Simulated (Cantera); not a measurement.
An isothermal, constant-pressure homogeneous reactor starts with NH₃ : N₂ = 1 : 0.67 (molar parts), at 1450 K and 18.8 Torr. Integrator tolerance rtol = 1e-08.

Cantera simulation using the gas-phase N/H chemistry of the illustrative SiF4/NH3 mechanism in the Surface Chemkin manual (1991); the numbers are that mechanism's predictions, not measurements. Walls and surfaces, which speed up NH3 decomposition in real reactors, are not modelled.

Question: What does this change do: temperature 1450 to 2325 K?

Answer: 
```
quantity                                            before                                    after
-----------------  ---------------------------------------  ---------------------------------------
x(NH₃) at 3.00 s     0.597 (gas-phase equilibrium 4.97e-7)  9.29e-8 (gas-phase equilibrium 7.82e-8)
x(NH) at 3.00 s     9.01e-8 (gas-phase equilibrium <1e-12)  5.87e-8 (gas-phase equilibrium 4.98e-8)
x(N) at 3.00 s     2.11e-10 (gas-phase equilibrium <1e-12)  2.47e-7 (gas-phase equilibrium 2.11e-7)
x(H₂) at 3.00 s      0.00206 (gas-phase equilibrium 0.562)      0.522 (gas-phase equilibrium 0.522)
x(N₂H₂) at 3.00 s   5.53e-7 (gas-phase equilibrium <1e-12)    <1e-12 (gas-phase equilibrium <1e-12)
```
